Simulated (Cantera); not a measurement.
Stirred combustor or abatement burner

A perfectly stirred reactor is fed with 6.88 % CO, 6.88 % H2, 1.03 % CH4, 17.9 % O2, 67.3 % N2, equivalence ratio 0.50, at 7.60 bar; it is adiabatic with a 475 K inlet, and is followed from long to short residence time, starting on the burning branch (τ in s: 0.051, 0.027, 0.014, 0.0076, 0.0041, 0.0022, 0.0011, 0.00061, 0.00033, 0.00017, 9.2e-05, 4.9e-05).

Detailed kinetics in Cantera: GRI-Mech 3.0 (53 species, 325 reactions).

| τ (s) | T (K) | x CO | x H2 | x CH4 | x CO2 | x H2O | x C2H2 |
|---|---|---|---|---|---|---|---|
| 0.051 | 1800 | 0.000200 | 2.57e-5 | 1.39e-6 | 0.0848 | 0.0958 | 4.93e-11 |
| 0.027 | 1798 | 0.000312 | 3.82e-5 | 2.19e-6 | 0.0847 | 0.0957 | 9.54e-11 |
| 0.014 | 1796 | 0.000494 | 5.84e-5 | 3.44e-6 | 0.0845 | 0.0956 | 1.69e-10 |
| 0.0076 | 1793 | 0.000754 | 8.72e-5 | 5.17e-6 | 0.0842 | 0.0955 | 2.64e-10 |
| 0.0041 | 1789 | 0.00115 | 0.000131 | 7.76e-6 | 0.0838 | 0.0954 | 3.88e-10 |
| 0.0022 | 1783 | 0.00177 | 0.000198 | 1.17e-5 | 0.0831 | 0.0951 | 5.39e-10 |
| 0.0011 | 1773 | 0.00285 | 0.000314 | 1.85e-5 | 0.0819 | 0.0948 | 7.29e-10 |
| 0.00061 | 1759 | 0.00429 | 0.000465 | 2.77e-5 | 0.0804 | 0.0944 | 9.04e-10 |
| 0.00033 | 1738 | 0.00660 | 0.000706 | 4.31e-5 | 0.0780 | 0.0939 | 1.10e-9 |
| 0.00017 | 1701 | 0.0107 | 0.00113 | 7.33e-5 | 0.0736 | 0.0930 | 1.37e-9 |
| 9.2e-5 | 1642 | 0.0175 | 0.00187 | 0.000136 | 0.0664 | 0.0917 | 1.83e-9 |
| 4.9e-5 | 475 | 0.0688 | 0.0688 | 0.0103 | <1e-12 | <1e-12 | <1e-12 |
x: mole fraction; the columns are a selection and need not sum to one.
